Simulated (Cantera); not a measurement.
A closed system holds: 1 mol Fe3O4, 1300 mol H2, 89 mol N2, at 0.100 bar.

Method: chemical equilibrium by Gibbs-energy minimisation in Cantera with the NASA 1993 tables (ideal gas, pure condensed phases). Candidate condensed phases: Fe, FeO, Fe(OH)2, Fe(OH)3, Fe2O3, Fe3O4, H2O; 27 gas species. The numbers say what is thermodynamically allowed, not how fast it happens.

x: gas mole fraction; n: condensed amount in mol.

```csv
T (K),x H2,x N2,x H,x H2O,x Fe,n Fe(α),n Fe(γ),n Fe(δ),n Fe(l)
673,0.933,0.0639,<1e-12,0.00288,<1e-12,3.00,0,0,0
873,0.933,0.0641,…,0.00288,<1e-12,3.00,0,0,0
1073,0.933,0.0641,4.28e-8,0.00288,4.15e-12,3.00,0,0,0
1273,0.933,0.0641,…,0.00288,…,0,3.00,0,0
1473,0.933,0.0641,3.86e-5,0.00288,8.36e-7,0,3.00,0,0
1673,0.933,0.0641,0.000348,0.00288,4.01e-5,0,0,2.94,0
1873,0.930,0.0640,0.00197,0.00287,0.000791,0,0,0,1.90
2073,0.923,0.0637,0.00799,0.00286,0.00215,0,0,0,0
```

**Question.** Complete the blanks.

**Answer.** 
- 873, x H: 1.43e-10
- 1273, x H: 2.18e-6
- 1273, x Fe: 4.98e-9
